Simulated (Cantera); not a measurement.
Mixture: C2H4 : O2 : N2 : H2O = 1 : 7.14 : 26.9 : 0.94 (molar parts), at 100000 Pa, adiabatic and at constant volume. Ignition delay is the time to a rise of 400 K.

Detailed kinetics in Cantera: GRI-Mech 3.0 (53 species, 325 reactions). GRI-Mech 3.0 was tuned for natural gas; its chemistry of ethylene as a main component is partial and can be far from experiment. Where the delays flatten at high temperature, the 400 K rule measures the pace of heat release, not the induction time.

Q: What does this change do: constant pressure in place of constant volume?

A: 
| quantity | before | after |
|---|---|---|
| delay at 1273 K | 0.143 ms | 0.154 ms |
| delay at 1373 K | 74.1 µs | 80.4 µs |
| delay at 1473 K | 46.2 µs | 50.5 µs |
| delay at 1573 K | 31.5 µs | 35.0 µs |
| delay at 1673 K | 22.7 µs | 25.9 µs |
| apparent activation energy between 1573 and 1673 K | 71 kJ/mol | 66 kJ/mol |
